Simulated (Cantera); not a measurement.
Input: 1 mol FeS2, 0.67 mol H2S, 0.51 mol CO2, 0.52 mol O2, at 2.70 bar.

Equilibrium computed with Cantera from the NASA thermochemical tables; the gas is ideal and each condensed phase is pure. Candidate condensed phases: C, C6H6, C7H8, C8H18, Fe, Fe(CO)5, FeO, Fe(OH)2, Fe(OH)3, FeS, FeSO4, FeS2, Fe2O3, Fe2(SO4)3, Fe3O4, H2O, H2SO4, S; 127 gas species. FeS: taken at fixed stoichiometry. Kinetics and transport are ignored. All values below are at 1300 °C.

Base state: S2 0.284, H2O 0.244, CO2 0.188, SO2 0.144, H2S 0.0499, CO 0.0491, H2 0.0220, S2O 0.00934 (mole fractions); condensed: FeS(l).

What changes in the equilibrium state with this change: H2S from 0.67 to 4.1 mol?


```
species       before     after
-----------  -------  --------
H2S           0.0499     0.301
S2             0.284     0.253
H2O            0.244     0.215
CO2            0.188    0.0271
SO2            0.144   0.00259
H2            0.0220     0.141
CO            0.0491    0.0511
S2O          0.00934   0.00115
SO           0.00292  0.000380
CS2          1.76e-5  0.000118
SH           0.00169   0.00402
S            2.96e-5   2.79e-5
FeS(l), mol    1.000     1.000
```

What changes in the equilibrium state with this change: pressure from 2.70 bar to 1 atm?


```csv
species,before,after
S2,0.284,0.287
H2O,0.244,0.246
CO2,0.188,0.178
H2S,0.0499,0.0394
CO,0.0491,0.0589
H2,0.0220,0.0282
SO2,0.144,0.146
CS2,1.76e-5,1.02e-5
S,2.96e-5,4.86e-5
COS,0.00375,0.00277
SO,0.00292,0.00377
"FeS(l), mol",1.000,1.000
```
